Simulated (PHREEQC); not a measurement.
# Metal-bearing waste water with nickel, zinc or cadmium bath: an equilibrium model

Solution A (0.0025 mol/kgw CuSO4, 0.00065 mol/kgw MgSO4 and 0.045 mol/kgw HCl) is mixed with solution B (0.0034 mol CdCl2, 0.03 mol KCl and 0.15 mol HCl per kg of water) at 25 °C; shares are by mass of water, 1 kg in all. Oxygen alone is held at its pressure in air (log pO2 = -0.68). The system is closed to CO2. Solids allowed: Brucite, Tenorite, Brochantite, Antlerite, Atacamite, Cd(OH)2, CdOHCl, Epsomite, Chalcanthite. Others were left out.

The numbers come from PHREEQC with the ion-association model, wateq4f.dat.

```json
[
 {"share of solution B": "0", "pH": "1.44", "Mg+2 (mol/kgw)": "0.000618", "HSO4- (mol/kgw)": "0.00201", "CdCl+ (mol/kgw)": "0", "SO4-2 (mol/kgw)": "0.00101", "CdCl2 (mol/kgw)": "0"},
 {"share of solution B": "0.1", "pH": "1.35", "Mg+2 (mol/kgw)": "0.000564", "HSO4- (mol/kgw)": "0.00192", "CdCl+ (mol/kgw)": "0.000211", "SO4-2 (mol/kgw)": "0.000824", "CdCl2 (mol/kgw)": "3.26e-5"},
 {"share of solution B": "0.2", "pH": "1.27", "Mg+2 (mol/kgw)": "0.000506", "HSO4- (mol/kgw)": "0.00178", "CdCl+ (mol/kgw)": "0.000433", "SO4-2 (mol/kgw)": "0.000671", "CdCl2 (mol/kgw)": "7.98e-5"},
 {"share of solution B": "0.3", "pH": "1.21", "Mg+2 (mol/kgw)": "0.000446", "HSO4- (mol/kgw)": "0.00161", "CdCl+ (mol/kgw)": "0.000655", "SO4-2 (mol/kgw)": "0.000544", "CdCl2 (mol/kgw)": "0.000140"},
 {"share of solution B": "0.4", "pH": "1.15", "Mg+2 (mol/kgw)": "0.000384", "HSO4- (mol/kgw)": "0.00141", "CdCl+ (mol/kgw)": "0.000876", "SO4-2 (mol/kgw)": "0.000435", "CdCl2 (mol/kgw)": "0.000212"},
 {"share of solution B": "0.5", "pH": "1.10", "Mg+2 (mol/kgw)": "0.000322", "HSO4- (mol/kgw)": "0.00120", "CdCl+ (mol/kgw)": "0.00109", "SO4-2 (mol/kgw)": "0.000341", "CdCl2 (mol/kgw)": "0.000293"},
 {"share of solution B": "0.6", "pH": "1.06", "Mg+2 (mol/kgw)": "0.000258", "HSO4- (mol/kgw)": "0.000981", "CdCl+ (mol/kgw)": "0.00130", "SO4-2 (mol/kgw)": "0.000258", "CdCl2 (mol/kgw)": "0.000384"},
 {"share of solution B": "0.7", "pH": "1.02", "Mg+2 (mol/kgw)": "0.000194", "HSO4- (mol/kgw)": "0.000747", "CdCl+ (mol/kgw)": "0.00151", "SO4-2 (mol/kgw)": "0.000184", "CdCl2 (mol/kgw)": "0.000483"},
 {"share of solution B": "0.8", "pH": "0.98", "Mg+2 (mol/kgw)": "0.000130", "HSO4- (mol/kgw)": "0.000504", "CdCl+ (mol/kgw)": "0.00171", "SO4-2 (mol/kgw)": "0.000117", "CdCl2 (mol/kgw)": "0.000590"},
 {"share of solution B": "0.9", "pH": "0.95", "Mg+2 (mol/kgw)": "6.49e-5", "HSO4- (mol/kgw)": "0.000255", "CdCl+ (mol/kgw)": "0.00190", "SO4-2 (mol/kgw)": "5.59e-5", "CdCl2 (mol/kgw)": "0.000703"},
 {"share of solution B": "1", "pH": "0.92", "Mg+2 (mol/kgw)": "0", "HSO4- (mol/kgw)": "0", "CdCl+ (mol/kgw)": "0.00209", "SO4-2 (mol/kgw)": "0", "CdCl2 (mol/kgw)": "0.000822"}
]
```

Species that the database lacks are ignored.
